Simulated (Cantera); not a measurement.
Feed: 1 mol MgO, 6.5 mol HF, 3.4 mol O2, equilibrated at 100000 Pa.

Equilibrium computed with Cantera from the NASA thermochemical tables; the gas is ideal and each condensed phase is pure. Candidate condensed phases: H2O, Mg, MgF2, MgO, Mg(OH)2; 31 gas species. The numbers say what is thermodynamically allowed, not how fast it happens. All values below are at 1052 °C.

Base state: HF 0.506, O2 0.382, H2O 0.112, OH 1.72e-5 (mole fractions); condensed: MgF2(s).

**Question.** What changes in the equilibrium state with this change: MgO replaced by CuO?

**Answer.** 
| species | before | after |
|---|---|---|
| HF | 0.506 | 0.650 |
| O2 | 0.382 | 0.343 |
| H2O | 0.112 | 0.00276 |
| CuF2 | 0 | 0.00216 |
| CuF | 0 | 0.00120 |
| OH | 1.72e-5 | 2.62e-6 |
| MgF2(s), mol | 1.000 | 0 |
| CuO(s), mol | 0 | 0.967 |
Further candidate phases: Cu, CuF2, CuO, Cu(OH)2, Cu2O.
